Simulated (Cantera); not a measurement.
## Carbon deposition, reforming and gasification: C6H6 + H2O + N2

A closed system holds: 1 mol C6H6, 0.14 mol H2O, 0.41 mol N2, equilibrated at 1.33 mbar.

Equilibrium computed with Cantera from the NASA thermochemical tables; the gas is ideal and each condensed phase is pure. Candidate condensed phases: C, C6H6, C7H8, C8H18, H2O; 136 gas species. Kinetics and transport are ignored.

| T (°C) | log p H | log p H2 | log p C3 | log p N2 | log p C | log p CO | log p C2 | log p CN | log p HCN | n C(graphite) |
|---|---|---|---|---|---|---|---|---|---|---|
| 2100 | -3.41 | -3.12 | -7.21 | -3.93 | -7.58 | -4.36 | -8.26 | -6.43 | -4.82 | 5.77 |
| 2150 | -3.33 | -3.16 | -6.84 | -3.95 | -7.25 | -4.38 | -7.88 | -6.25 | -4.79 | 5.76 |
| 2200 | -3.26 | -3.22 | -6.49 | -3.97 | -6.94 | -4.40 | -7.53 | -6.07 | -4.77 | 5.74 |
| 2250 | -3.20 | -3.28 | -6.15 | -3.99 | -6.64 | -4.42 | -7.18 | -5.90 | -4.76 | 5.72 |
| 2300 | -3.14 | -3.35 | -5.82 | -4.01 | -6.36 | -4.44 | -6.85 | -5.74 | -4.76 | 5.70 |
| 2350 | -3.09 | -3.44 | -5.51 | -4.04 | -6.08 | -4.46 | -6.54 | -5.58 | -4.76 | 5.66 |
| 2400 | -3.06 | -3.53 | -5.21 | -4.06 | -5.81 | -4.48 | -6.23 | -5.44 | -4.77 | 5.61 |
| 2450 | -3.03 | -3.64 | -4.92 | -4.09 | -5.56 | -4.50 | -5.94 | -5.29 | -4.79 | 5.50 |
| 2500 | -3.01 | -3.75 | -4.65 | -4.11 | -5.31 | -4.52 | -5.66 | -5.16 | -4.82 | 5.30 |
| 2550 | -2.99 | -3.89 | -4.38 | -4.14 | -5.07 | -4.54 | -5.39 | -5.03 | -4.85 | 4.95 |
| 2600 | -3.00 | -4.03 | -4.12 | -4.18 | -4.84 | -4.56 | -5.12 | -4.91 | -4.90 | 4.27 |
| 2650 | -3.01 | -4.21 | -3.87 | -4.23 | -4.62 | -4.60 | -4.87 | -4.80 | -4.98 | 2.99 |
| 2700 | -3.05 | -4.43 | -3.63 | -4.31 | -4.41 | -4.66 | -4.63 | -4.71 | -5.09 | 0.356 |
| 2750 | -3.06 | -4.57 | -3.63 | -4.32 | -4.28 | -4.67 | -4.54 | -4.67 | -5.21 | 0 |
log p: log10 of the partial pressure in bar; n: condensed amount in mol.

From 2100 °C to 2700 °C the condensed part is C(graphite). At 2750 °C nothing is condensed. The main C-bearing gas is CO at 2100 °C and C3 at 2750 °C. The share of C in condensed phases is highest at 2100 °C (96.2 %) and lowest at 2750 °C (0.0 %).
